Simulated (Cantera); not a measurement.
Hydrocarbon pyrolysis for carbon deposition

An isothermal, constant-pressure homogeneous reactor starts with C2H6 : N2 = 1 : 8.9 (molar parts), at 1950 K and 4700 Pa.

Cantera simulation using GRI-Mech 3.0 (53 species, 325 reactions); the numbers are that mechanism's predictions, not measurements. GRI-Mech 3.0 stops at C3 and has no aromatics, soot or wall deposition, so with more carbon than oxygen in the feed, carbon stays in small species such as C2H2 where larger ones or solid carbon would form. Radical loss at walls, strong at low pressure, is not modelled.

| t (s) | x C2H6 | x H | x CH4 | x CH3 | x CH2 | x C2H2 | x HCN |
|---|---|---|---|---|---|---|---|
| 6.00e-6 | 0.0884 | 0.000189 | 0.000414 | 0.0206 | 2.29e-5 | 1.75e-7 | 7.90e-10 |
| 2.38e-5 | 0.0501 | 0.00196 | 0.00472 | 0.0518 | 0.000237 | 0.000283 | 1.31e-6 |
| 9.42e-5 | 0.00168 | 0.00461 | 0.0224 | 0.0325 | 0.000285 | 0.0269 | 1.98e-5 |
| 0.000373 | 3.79e-5 | 0.00204 | 0.0216 | 0.00634 | 5.81e-5 | 0.0660 | 3.60e-5 |
| 0.00148 | 7.26e-6 | 0.00112 | 0.0165 | 0.00245 | 1.68e-5 | 0.0753 | 4.15e-5 |
| 0.00586 | 2.07e-6 | 0.000942 | 0.0106 | 0.00126 | 7.96e-6 | 0.0788 | 4.66e-5 |
| 0.0232 | 3.68e-7 | 0.00120 | 0.00380 | 0.000555 | 4.70e-6 | 0.0821 | 5.87e-5 |
| 0.0921 | 1.45e-8 | 0.00181 | 0.000568 | 0.000122 | 1.62e-6 | 0.0836 | 9.25e-5 |
| 0.365 | 2.89e-10 | 0.00216 | 6.99e-5 | 1.79e-5 | 2.90e-7 | 0.0838 | 0.000141 |
| 1.45 | 2.02e-11 | 0.00217 | 1.49e-5 | 3.84e-6 | 6.28e-8 | 0.0838 | 0.000175 |
| 5.73 | 1.58e-11 | 0.00217 | 1.20e-5 | 3.10e-6 | 5.07e-8 | 0.0838 | 0.000232 |
| 22.7 | 1.65e-11 | 0.00217 | 1.25e-5 | 3.24e-6 | 5.30e-8 | 0.0837 | 0.000439 |
| 90.0 | 1.84e-11 | 0.00217 | 1.38e-5 | 3.56e-6 | 5.82e-8 | 0.0833 | 0.00117 |
x: mole fraction; the columns are a selection and need not sum to one.

Equilibrium at this temperature and pressure: C2H6 1.14e-11, H 0.00218, CH4 1.21e-5, CH3 3.12e-6, CH2 5.10e-8, C2H2 0.0331, HCN 0.102 (gas phase only).
